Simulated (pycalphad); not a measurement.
CALPHAD calculation (pycalphad, COST 507 light-alloy database (1999)), 1 atm. These are 1990s assessments: newer ones move some temperatures and phases. Amounts are mole fractions of atoms.

**Question.** Give the equilibrium state of Al-4.54Si-0.68Mn (at.%) at 750 K.

**Answer.** 
```
T = 750.00 K, P = 101325 Pa, N = 1 mol of atoms
G = -27848 J/mol, H = 11612 J/mol, S = 52.61 J/(mol K)  (SER reference)
chemical potentials (J/mol): Al -27511, Si -19438, Mn -131030
phase             fraction      x(Al)      x(Si)      x(Mn)
FCC_A1              0.9264     0.9939     0.0061    7.3e-05
ALMNSI_ALPHA        0.0387     0.7004     0.1257     0.1739
DIAMOND_A4          0.0349   1.06e-07     1.0000       none
```

**Question.** Give the equilibrium state of Al-4.54Si-0.68Mn (at.%) at 900 K.

**Answer.** 
```
T = 900.00 K, P = 101325 Pa, N = 1 mol of atoms
G = -36545 J/mol, H = 26178 J/mol, S = 69.69 J/(mol K)  (SER reference)
chemical potentials (J/mol): Al -35913, Si -36196, Mn -126886
phase             fraction      x(Al)      x(Si)      x(Mn)
LIQUID              0.8134     0.9447     0.0517     0.0036
FCC_A1              0.1657     0.9931     0.0055     0.0014
ALMNSI_ALPHA        0.0208     0.7081     0.1180     0.1739
```

Database names, with the compositions (at.%) that they take in these runs: ALMNSI_ALPHA: Al 70 Mn 17 Si 12. FCC_A1 is fcc; DIAMOND_A4 is diamond (Si). An entry "none" or "no" means that the model of the phase leaves that element out.
